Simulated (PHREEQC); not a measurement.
## Copper plating or etch bath (model solution)

A solution holds 0.017 mol CuCl2 and 0.00043 mol H2SO4 per kg of water, at 90 °C. It is in equilibrium with CO2 at log p = -3.4 (atm). Otherwise closed; pH follows from the charge balance.

All values are PHREEQC results (ion-association model, phreeqc.dat), not measurements.

This is a speciation only: nothing precipitates in the calculation.

Question: Estimate the pH, ionic strength.

Answer: pH 3.16; ionic strength 0.0404 mol/kgw.

Question: In which forms is Cu present?

Answer: Cu+2 66 %, CuCl+ 32 %, CuSO4 0.9 %, CuCl2 0.6 % of the Cu.

Species that the database lacks are ignored. At this temperature some constants are extrapolated from 25 °C, and those without enthalpy data are left unchanged.
